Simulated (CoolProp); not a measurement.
Vapour-liquid equilibrium of CH2F2 (R32) (1) + methanol (2) at 50.45 °C; x and y are mole fractions of (1).

Model: multi-fluid Helmholtz-energy mixture model, Tillner-Roth 1997 and de Reuck 1993; pair parameters Bell 2016, in CoolProp.

```csv
x,"bubble pressure, mixture model (MPa)","bubble pressure, Raoult's law (MPa)","y, mixture model","y, Raoult's law"
0.05,0.4417,0.2126,0.868,0.746
0.15,1.084,0.5244,0.943,0.908
0.25,1.554,0.8361,0.959,0.949
0.35,1.870,1.148,0.965,0.968
0.45,2.074,1.460,0.968,0.979
0.55,2.212,1.771,0.971,0.986
0.65,2.332,2.083,0.973,0.990
0.75,2.471,2.395,0.976,0.994
0.85,2.669,2.706,0.981,0.997
0.95,2.967,3.018,0.991,0.999
```

The largest gap from Raoult's law is +107.8 % in bubble pressure, at x = 0.05. No azeotrope shows between x = 0.05 and 0.95.

The pair parameters rest on a limited set of measurements; away from them the model extrapolates. The gap from Raoult's law changes sign with composition, which may be real or a fault of the pair parameters; it wasn't checked against measurements. With so large a gap from Raoult's law the liquid may split in two, which this calculation doesn't test in full.
